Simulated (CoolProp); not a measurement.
Vapour-liquid equilibrium of propane (1) + isobutene (2) at 0.442 MPa; x and y are mole fractions of (1).

The numbers come from the multi-fluid Helmholtz-energy mixture model, Lemmon 2009 and Lemmon 2005; pair parameters Bell 2016 in CoolProp.

```json
[
 {"x": "0.05", "bubble temperature (°C)": "33.5", "y at the bubble point": "0.144", "dew temperature at overall composition x (°C)": "36.4", "liquid density (mol/L)": "10.32"},
 {"x": "0.15", "bubble temperature (°C)": "26.7", "y at the bubble point": "0.353", "dew temperature at overall composition x (°C)": "33.4", "liquid density (mol/L)": "10.54"},
 {"x": "0.25", "bubble temperature (°C)": "21.5", "y at the bubble point": "0.498", "dew temperature at overall composition x (°C)": "30.2", "liquid density (mol/L)": "10.73"},
 {"x": "0.35", "bubble temperature (°C)": "17.2", "y at the bubble point": "0.607", "dew temperature at overall composition x (°C)": "26.8", "liquid density (mol/L)": "10.91"},
 {"x": "0.45", "bubble temperature (°C)": "13.5", "y at the bubble point": "0.695", "dew temperature at overall composition x (°C)": "23.3", "liquid density (mol/L)": "11.09"},
 {"x": "0.55", "bubble temperature (°C)": "10.2", "y at the bubble point": "0.770", "dew temperature at overall composition x (°C)": "19.5", "liquid density (mol/L)": "11.26"},
 {"x": "0.65", "bubble temperature (°C)": "7.1", "y at the bubble point": "0.835", "dew temperature at overall composition x (°C)": "15.4", "liquid density (mol/L)": "11.44"},
 {"x": "0.75", "bubble temperature (°C)": "4.2", "y at the bubble point": "0.891", "dew temperature at overall composition x (°C)": "11.1", "liquid density (mol/L)": "11.62"},
 {"x": "0.85", "bubble temperature (°C)": "1.5", "y at the bubble point": "0.940", "dew temperature at overall composition x (°C)": "6.4", "liquid density (mol/L)": "11.79"},
 {"x": "0.95", "bubble temperature (°C)": "-1.1", "y at the bubble point": "0.982", "dew temperature at overall composition x (°C)": "0.9", "liquid density (mol/L)": "11.97"}
]
```

No azeotrope shows between x = 0.05 and 0.95.

The pair parameters rest on a limited set of measurements; away from them the model extrapolates.
